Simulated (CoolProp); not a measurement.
Properties of oxygen along the isotherm -166.85 °C.

Computed with CoolProp (reference Helmholtz-energy equation of state, Schmidt 1985).

```csv
p (bar),phase,speed of sound (m/s),Prandtl number
1.6,gas,[?],0.796
3.03,gas,[?],[?]
5.74,liquid,[?],1.84
10.9,liquid,772.7,1.84
20.6,liquid,779.7,1.84
39.1,liquid,[?],1.83
74.1,liquid,[?],1.83
140,liquid,852.8,1.84
266,liquid,913.7,[?]
505,liquid,1007,[?]
```

**Question.** What belongs in the gaps?

**Answer.** 
- 1.6, speed of sound (m/s): 193.3
- 3.03, speed of sound (m/s): 190.0
- 3.03, Prandtl number: 0.819
- 5.74, speed of sound (m/s): 768.8
- 39.1, speed of sound (m/s): 792.6
- 74.1, speed of sound (m/s): 815.1
- 266, Prandtl number: 1.87
- 505, Prandtl number: 1.96

Viscosity comes from a separate model (Lemmon 2004). Thermal conductivity comes from a separate model (Lemmon 2004).
